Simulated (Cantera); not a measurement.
A Cantera script and its output.

```python
import numpy as np
import cantera as ct

gas = ct.Solution("gri30.yaml")
gas.TPX = 1050, 100000, {'CO': 1, 'H2': 0.048, 'O2': 0.771, 'N2': 2.9, 'H2O': 0.16}
reactor = ct.IdealGasConstPressureReactor(gas, energy="on", clone=False)
net = ct.ReactorNet([reactor])
net.rtol, net.atol = 1e-08, 1e-16
show = ['CO', 'H2', 'O2', 'H2O', 'NO', 'H2O2', 'HO2']
times = np.geomspace(3e-06, 5, 13)

steps = ct.SolutionArray(gas, extra=["t"])
rows = []
print(f"{'t/s':>10s}{'T/K':>9s}{'P/Pa':>11s}" + "".join(f"{s:>11s}" for s in show))
for t in times:
    while net.time < t:
        t_next = net.step()
        steps.append(gas.state, t=t_next)
    rows.append([np.interp(t, steps.t, y) for y in (steps.T, steps.P, *steps(*show).X.T)])
    print(f"{t:10.3e}{rows[-1][0]:9.1f}{rows[-1][1]:11.4g}" + "".join(f"{x:11.3e}" for x in rows[-1][2:]))
rate = np.gradient(steps.T, steps.t)
print("integrator steps:", len(steps.t))
if steps.T.max() > steps.T[0] + 200:
    print(f"time of steepest temperature rise: {steps.t[rate.argmax()]:.4e} s")
gas.TPX = 1050, 100000, {'CO': 1, 'H2': 0.048, 'O2': 0.771, 'N2': 2.9, 'H2O': 0.16}
gas.equilibrate("HP")
print(f"equilibrium (HP): T = {gas.T:.1f} K  " + "  ".join(f"{s} {gas[s].X[0]:.3e}" for s in show))
```

It prints:

```
       t/s      T/K       P/Pa         CO         H2         O2        H2O         NO       H2O2        HO2
 3.000e-06   1050.0      1e+05  2.050e-01  9.838e-03  1.580e-01  3.279e-02  9.500e-23  3.172e-16  1.693e-11
 9.899e-06   1050.0      1e+05  2.050e-01  9.838e-03  1.580e-01  3.279e-02  1.344e-21  6.532e-15  1.377e-10
 3.267e-05   1050.0      1e+05  2.050e-01  9.838e-03  1.580e-01  3.279e-02  2.941e-20  2.947e-13  2.171e-09
 1.078e-04   1050.0      1e+05  2.050e-01  9.838e-03  1.580e-01  3.279e-02  3.190e-18  1.977e-11  4.862e-08
 3.557e-04   1050.2      1e+05  2.049e-01  9.823e-03  1.580e-01  3.280e-02  1.976e-13  8.886e-08  1.343e-05
 1.174e-03   2257.3      1e+05  4.534e-02  1.784e-03  7.304e-02  3.912e-02  1.381e-04  6.770e-08  3.522e-06
 3.873e-03   2457.3      1e+05  2.417e-02  8.419e-04  6.470e-02  4.270e-02  1.310e-03  6.923e-08  3.442e-06
 1.278e-02   2456.0      1e+05  2.362e-02  8.239e-04  6.294e-02  4.283e-02  4.521e-03  6.877e-08  3.372e-06
 4.217e-02   2450.0      1e+05  2.330e-02  8.159e-04  6.063e-02  4.295e-02  9.070e-03  6.680e-08  3.231e-06
 1.392e-01   2448.5      1e+05  2.322e-02  8.139e-04  6.004e-02  4.298e-02  1.022e-02  6.631e-08  3.196e-06
 4.592e-01   2448.5      1e+05  2.322e-02  8.139e-04  6.004e-02  4.298e-02  1.022e-02  6.630e-08  3.195e-06
 1.515e+00   2448.5      1e+05  2.322e-02  8.139e-04  6.004e-02  4.298e-02  1.022e-02  6.630e-08  3.195e-06
 5.000e+00   2448.5      1e+05  2.322e-02  8.139e-04  6.004e-02  4.298e-02  1.022e-02  6.630e-08  3.195e-06
integrator steps: 1466
time of steepest temperature rise: 7.2331e-04 s
equilibrium (HP): T = 2448.5 K  CO 2.322e-02  H2 8.139e-04  O2 6.004e-02  H2O 4.298e-02  NO 1.022e-02  H2O2 6.630e-08  HO2 3.195e-06
```

Model: GRI-Mech 3.0 (53 species, 325 reactions), integrated in Cantera.
